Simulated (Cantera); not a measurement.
Input: 1 mol SiH2Cl2, 6.6 mol NH3, 7.3 mol H2, equilibrated at 1973 K and 0.00470 bar.

Method: chemical equilibrium by Gibbs-energy minimisation in Cantera with the NASA 1993 tables (ideal gas, pure condensed phases). The tables' values for SiCl, SiN, SiCl3 are old estimates; treat these amounts as uncertain. Gases not in the tables: Si2H6 and higher silanes. Equilibrium is a limit: real reactors are often held back by kinetics, nucleation or transport.

```
species          before     after
-------------  --------  --------
H2                0.756     0.788
N2                0.144     0.121
HCl              0.0610    0.0907
H                0.0171   2.06e-5
SiCl2            0.0121  0.000390
Si              0.00671     <1e-9
SiH            0.000289     <1e-9
SiCl            0.00109   7.29e-9
Si2N            6.54e-5     <1e-9
Si2             6.51e-5     <1e-9
SiH2            6.87e-5   1.22e-9
Si(l), mol        0.527         0
Si3N4(s), mol         0     0.330
```
Gas species are given as mole fractions.

**Question.** Which change was made?
A. pressure from 0.00470 bar to 0.150 bar
B. pressure from 0.00470 bar to 0.770 bar
C. temperature from 1973 K to 1323.15 K
D. SiH2Cl2 replaced by SiCl4

**Answer.** C, temperature from 1973 K to 1323.15 K. The tables' values for SiCl3 are old estimates; treat these amounts as uncertain
